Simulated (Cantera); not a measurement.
An isothermal, constant-pressure homogeneous reactor starts with C2H6 : N2 = 1 : 30 (molar parts), at 1573 K and 140000 Pa.

Cantera simulation using GRI-Mech 3.0 (53 species, 325 reactions); the numbers are that mechanism's predictions, not measurements. GRI-Mech 3.0 stops at C3 and has no aromatics, soot or wall deposition, so with more carbon than oxygen in the feed, carbon stays in small species such as C2H2 where larger ones or solid carbon would form.

x: mole fraction; the columns are a selection and need not sum to one.

| t (s) | x C2H6 | x CH4 | x HCN | x C2H4 | x H2 |
|---|---|---|---|---|---|
| 8.00e-5 | 0.0157 | 0.00346 | 2.95e-7 | 0.0122 | 0.0129 |
| 0.000363 | 0.00101 | 0.00827 | 4.67e-7 | 0.0148 | 0.0325 |
| 0.00165 | 1.80e-5 | 0.00870 | 4.77e-7 | 0.00705 | 0.0414 |
| 0.00750 | 4.15e-6 | 0.00861 | 4.75e-7 | 0.00200 | 0.0463 |
| 0.0341 | 3.59e-6 | 0.00829 | 4.76e-7 | 0.000279 | 0.0484 |
| 0.155 | 2.63e-6 | 0.00710 | 4.82e-7 | 0.000282 | 0.0501 |
| 0.704 | 9.90e-7 | 0.00430 | 5.05e-7 | 0.000304 | 0.0541 |
| 3.20 | ___ | ___ | ___ | 0.000331 | 0.0577 |
| 14.5 | 1.40e-7 | 0.00135 | 6.89e-7 | 0.000337 | 0.0583 |
| 66.0 | 1.40e-7 | 0.00135 | 1.28e-6 | 0.000337 | 0.0583 |
| 300 | 1.40e-7 | 0.00135 | ___ | 0.000337 | 0.0583 |

Q: Fill in the missing entries.

A: 
- 3.20, x C2H6: 2.12e-7
- 3.20, x CH4: 0.00180
- 3.20, x HCN: 5.55e-7
- 300, x HCN: 4.22e-6
